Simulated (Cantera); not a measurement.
Cantera run:

```python
import numpy as np
import cantera as ct

gas_names = [...]  # 109 gases of nasa_gas.yaml made of C, Cl, H, Si
cond_names = """
    C(gr) C6H6(L) C7H8(L) C8H18(L),n-octa Si(cr) Si(L) SiC(b)
""".split()


# ... load() reads the species with a 1 bar reference pressure and builds the phases ...
atoms = {
    'CH3SiCl3': {'C': 1, 'H': 3, 'Si': 1, 'CL': 3},
    'CH4': {'C': 1, 'H': 4},
    'H2': {'H': 2},
}
top_T = {'C(gr)': 4500, 'SiC(b)': 3050}  # K; cautious upper limits of use, not melting points


# ... equilibrate(T, P, feed) seeds the gas with the atoms and calls Mixture.equilibrate('TP', solver="vcs", rtol=1e-11, max_steps=5000) ...
results = []
feed = {'CH3SiCl3': 1, 'CH4': 0.069, 'H2': 1800}  # mol
P = 10000  # Pa
for T in [1173, 1273, 1373, 1473, 1573, 1673, 1773, 1873, 1973, 2073, 2173, 2273, 2373]:
    mix = equilibrate(T, P, feed)
    results.append((T, P, feed, dict(zip(mix.species_names, mix.species_moles))))
    x = sorted(zip(gas.X, gas.species_names), reverse=True)
    print(f"T = {T:g} K  P = {P:g} Pa  gas = {mix.phase_moles(0):.4g} mol")
    print("   x: " + "  ".join(f"{s} {v:.3e}" for v, s in x if v > 0.0001))
    print("   condensed (mol): " + ("  ".join(f"{mix.phase(i).name} {mix.phase_moles(i):.4g}"
          for i in range(1, mix.n_phases) if mix.phase_moles(i) > 1e-12) or "none"))
```

It prints:

```
T = 1173 K  P = 10000 Pa  gas = 1803 mol
   x: H2 9.983e-01  HCL 1.663e-03
   condensed (mol): SiC(b) 0.999
T = 1273 K  P = 10000 Pa  gas = 1803 mol
   x: H2 9.983e-01  HCL 1.663e-03
   condensed (mol): SiC(b) 0.9991
T = 1373 K  P = 10000 Pa  gas = 1803 mol
   x: H2 9.983e-01  HCL 1.663e-03
   condensed (mol): SiC(b) 0.9992
T = 1473 K  P = 10000 Pa  gas = 1803 mol
   x: H2 9.983e-01  HCL 1.663e-03
   condensed (mol): SiC(b) 0.9991
T = 1573 K  P = 10000 Pa  gas = 1803 mol
   x: H2 9.982e-01  HCL 1.663e-03  H 1.285e-04
   condensed (mol): SiC(b) 0.9988
T = 1673 K  P = 10000 Pa  gas = 1803 mol
   x: H2 9.979e-01  HCL 1.662e-03  H 3.598e-04
   condensed (mol): SiC(b) 0.9974
T = 1773 K  P = 10000 Pa  gas = 1804 mol
   x: H2 9.974e-01  HCL 1.660e-03  H 8.984e-04
   condensed (mol): SiC(b) 0.9908
T = 1873 K  P = 10000 Pa  gas = 1805 mol
   x: H2 9.962e-01  H 2.037e-03  HCL 1.657e-03
   condensed (mol): SiC(b) 0.96
T = 1973 K  P = 10000 Pa  gas = 1807 mol
   x: H2 9.939e-01  H 4.254e-03  HCL 1.652e-03
   condensed (mol): SiC(b) 0.8441
T = 2073 K  P = 10000 Pa  gas = 1811 mol
   x: H2 9.896e-01  H 8.274e-03  HCL 1.642e-03  Si 2.007e-04  C2H2,acetylene 1.514e-04
   condensed (mol): SiC(b) 0.4759
T = 2173 K  P = 10000 Pa  gas = 1818 mol
   x: H2 9.824e-01  H 1.512e-02  HCL 1.628e-03  Si 4.170e-04  C2H2,acetylene 2.769e-04
   condensed (mol): none
T = 2273 K  P = 10000 Pa  gas = 1828 mol
   x: H2 9.713e-01  H 2.618e-02  HCL 1.607e-03  Si 4.514e-04  C2H2,acetylene 2.808e-04
   condensed (mol): none
T = 2373 K  P = 10000 Pa  gas = 1844 mol
   x: H2 9.544e-01  H 4.315e-02  HCL 1.574e-03  Si 4.697e-04  C2H2,acetylene 2.806e-04
   condensed (mol): none
```

Cantera equilibrium calculation (NASA polynomials, part measured and part estimated; ideal gas, pure solids and liquids). The feed counts by its element totals alone. Gases not in the tables: Si2H6 and higher silanes.
